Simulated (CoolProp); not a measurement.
A Linde-Hampson liquefier for oxygen: isothermal reversible compression at 290 K from 1 atm to 30 MPa, throttling to 1 atm, return gas leaving the recuperator 2 K below the feed. Each further row changes one setting.

The numbers come from the reference Helmholtz-energy equation of state, Schmidt 1985 in CoolProp.

```json
[
 {"case": "as stated", "liquid yield per pass": "…", "compression work (kJ/kg of gas)": "419"},
 {"case": "high pressure 60 MPa", "liquid yield per pass": "…", "compression work (kJ/kg of gas)": "…"},
 {"case": "warm-end temperature 320 K", "liquid yield per pass": "…", "compression work (kJ/kg of gas)": "468"},
 {"case": "warm-end gap 7 K", "liquid yield per pass": "0.137", "compression work (kJ/kg of gas)": "419"}
]
```

Some entries are withheld; supply them.


- as stated, liquid yield per pass: 0.147
- high pressure 60 MPa, liquid yield per pass: 0.175
- high pressure 60 MPa, compression work (kJ/kg of gas): 476
- warm-end temperature 320 K, liquid yield per pass: 0.111

Above 300 K oxygen's equation is extrapolated.
